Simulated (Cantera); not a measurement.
Input (Python, Cantera):

```python
import numpy as np
import cantera as ct

gas = ct.Solution("gri30.yaml")
gas.TP = 300, 100000
flame = ct.CounterflowDiffusionFlame(gas, width=0.02)
flame.fuel_inlet.X, flame.fuel_inlet.T = {'CH3OH': 1}, 600
flame.oxidizer_inlet.X, flame.oxidizer_inlet.T = {'O2': 0.21, 'N2': 0.79}, 723
flame.set_refine_criteria(ratio=3, slope=0.12, curve=0.24, prune=0.03)
show = ['OH', 'H', 'NO', 'CO', 'C2H2']

rows = []
print(f"{'mdot':>8s}{'a_max':>10s}{'a_mean':>10s}{'Tmax/K':>9s}" + "".join(f"{s:>11s}" for s in show) + "   (peak mole fractions)")
for i, mdot in enumerate([0.25, 0.35, 0.49, 0.68, 0.96, 1.3, 1.9, 2.6, 3.7, 5.1]):  # kg/m2/s on the oxidiser side
    flame.oxidizer_inlet.mdot, flame.fuel_inlet.mdot = mdot, 1.2 * mdot
    flame.solve(loglevel=0, auto=(i == 0))
    if flame.T.max() < max(600, 723) + 100:
        print(f"{mdot:8.3g}  no burning solution found from the previous one")
        break
    dT = np.abs(np.gradient(flame.T, flame.grid))
    rows.append([flame.strain_rate("max"), flame.strain_rate("mean"), flame.T.max(),
                 *(flame.X[gas.species_index(s)].max() for s in show), max(dT[0], dT[-1]) / dT.max()])
    print(f"{mdot:8.3g}{rows[-1][0]:10.1f}{rows[-1][1]:10.1f}{rows[-1][2]:9.1f}" + "".join(f"{x:11.3e}" for x in rows[-1][3:-1]))
```

It prints:

```
    mdot     a_max    a_mean   Tmax/K         OH          H         NO         CO       C2H2   (peak mole fractions)
    0.25     216.0      49.4   2239.9  1.261e-02  7.928e-03  1.837e-04  1.998e-01  1.327e-04
    0.35     293.2      69.2   2201.6  1.279e-02  8.846e-03  1.349e-04  1.981e-01  1.683e-04
    0.49     398.8      96.8   2158.2  1.287e-02  9.789e-03  9.895e-05  1.960e-01  2.106e-04
    0.68     539.0     134.4   2111.1  1.279e-02  1.070e-02  7.469e-05  1.930e-01  2.579e-04
    0.96     743.3     189.7   2065.0  1.265e-02  1.169e-02  5.868e-05  1.901e-01  3.146e-04
     1.3     990.0     256.9   2026.5  1.256e-02  1.257e-02  4.939e-05  1.877e-01  3.701e-04
     1.9    1420.3     375.4   1978.0  1.226e-02  1.360e-02  4.044e-05  1.844e-01  4.388e-04
     2.6    1916.5     513.7   1934.1  1.185e-02  1.432e-02  3.403e-05  1.810e-01  4.844e-04
     3.7    2688.0     731.1   1885.8  1.117e-02  1.492e-02  2.763e-05  1.770e-01  5.100e-04
     5.1    3661.9    1007.7   1843.4  1.051e-02  1.523e-02  2.237e-05  1.730e-01  4.981e-04
```

Computed with Cantera and GRI-Mech 3.0 (53 species, 325 reactions). GRI-Mech 3.0 was tuned for natural gas; its chemistry of methanol as a main component is partial and can be far from experiment. GRI-Mech 3.0 has no aromatics or soot, which form on the fuel side of real flames. The maximum strain rate includes the flame's own expansion and is several times the mean.
